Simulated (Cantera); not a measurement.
A Cantera script and what it prints.

```python
import numpy as np
import cantera as ct

gas_names = """
    C CO CO2 C2 C2O C3 C3O2 C4 C5 O O2 O3
""".split()
cond_names = """
    C(gr)
""".split()


# ... load() reads the species with a 1 bar reference pressure and builds the phases ...
atoms = {
    'C': {'C': 1},
    'CO2': {'C': 1, 'O': 2},
}
top_T = {'C(gr)': 4500}  # K; cautious upper limits of use, not melting points


# ... equilibrate(T, P, feed) seeds the gas with the atoms and calls Mixture.equilibrate('TP', solver="vcs", rtol=1e-11, max_steps=5000) ...
results = []
feed = {'C': 1, 'CO2': 0.042}  # mol
T = 2973  # K
P = 101325  # Pa
mix = equilibrate(T, P, feed)
results.append((T, P, feed, dict(zip(mix.species_names, mix.species_moles))))
print(gas.report(threshold=0.0001))
for i in range(1, mix.n_phases):
    print(f"{mix.phase(i).name:16s} {mix.phase_moles(i):12.5e} mol")
```

It prints:

```
       temperature   2973 K
          pressure   1.0132e+05 Pa
           density   0.11482 kg/m^3
  mean mol. weight   28.011 kg/kmol
   phase of matter   gas

                          1 kg             1 kmol
                     ---------------   ---------------
          enthalpy        -6.315e+05       -1.7689e+07  J
   internal energy        -1.514e+06       -4.2408e+07  J
           entropy            9753.5        2.7321e+05  J/K
    Gibbs function       -2.9629e+07       -8.2994e+08  J
 heat capacity c_p            1329.5             37240  J/K
 heat capacity c_v            1032.7             28926  J/K

                      mass frac. Y      mole frac. X     chem. pot. / RT
                     ---------------   ---------------   ---------------
                CO           0.99965            0.9997           -33.582
                C3        0.00029621        0.00023027           -11.032
     [  +10 minor]        5.6094e-05        7.3382e-05

C(gr)             9.57933e-01 mol
```

Method: chemical equilibrium by Gibbs-energy minimisation in Cantera with the NASA 1993 tables (ideal gas, pure condensed phases).
